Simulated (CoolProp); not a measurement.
Vapour-liquid equilibrium of R134a (1) + R245fa (2) at 17.35 °C; x and y are mole fractions of (1).

Model: multi-fluid Helmholtz-energy mixture model, Tillner-Roth 1994 and Akasaka 2015; pair parameters Akasaka 2014, in CoolProp.

| x | bubble pressure (MPa) | y at the bubble point | dew pressure at overall composition x (MPa) | liquid density (mol/L) |
|---|---|---|---|---|
| 0.05 | 0.1310 | 0.188 | 0.1157 | 10.24 |
| 0.125 | 0.1609 | 0.383 | 0.1236 | 10.38 |
| 0.2 | 0.1907 | 0.517 | 0.1326 | 10.53 |
| 0.275 | 0.2206 | 0.616 | 0.1429 | 10.67 |
| 0.35 | 0.2505 | 0.692 | 0.1550 | 10.81 |
| 0.425 | 0.2807 | 0.753 | 0.1693 | 10.96 |
| 0.5 | 0.3111 | 0.803 | (withheld) | 11.10 |
| 0.575 | 0.3419 | 0.845 | 0.2071 | 11.24 |
| 0.65 | 0.3731 | 0.881 | 0.2330 | (withheld) |
| 0.725 | (withheld) | 0.912 | (withheld) | 11.53 |
| 0.8 | 0.4372 | 0.940 | (withheld) | 11.68 |
| 0.875 | 0.4701 | 0.965 | 0.3674 | 11.84 |
| 0.95 | 0.5036 | 0.987 | 0.4501 | 12.00 |

Some entries are withheld; supply them.


- 0.5, dew pressure at overall composition x (MPa): 0.1863
- 0.65, liquid density (mol/L): 11.39
- 0.725, bubble pressure (MPa): 0.4049
- 0.725, dew pressure at overall composition x (MPa): 0.2659
- 0.8, dew pressure at overall composition x (MPa): 0.3090

No azeotrope shows between x = 0.05 and 0.95.

Pair parameters are fitted to limited data, so mixtures are less certain than the pure fluids.
